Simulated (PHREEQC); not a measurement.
**Acid mine or pickling water**

Model water analysis in mmol/kgw, 25 °C, pH 2.39, pe 8.2:

```
constituent  mmol/kgw
-----------  --------
Na               14.3
K               0.716
Ca                3.3
Mg               10.5
Cl               11.8
S(6)             22.2
Al               2.63
```

Na is adjusted to close the charge balance.
Valence states are taken as typed.

Model: ion-association model, phreeqc.dat, run in PHREEQC.

No solid was allowed to form.

Q: Estimate the ionic strength.

A: ionic strength 0.0614 mol/kgw.

Q: In which forms is Mg present?

A: Mg+2 64 %, MgSO4 36 % of the Mg.

Species that the database lacks are ignored.
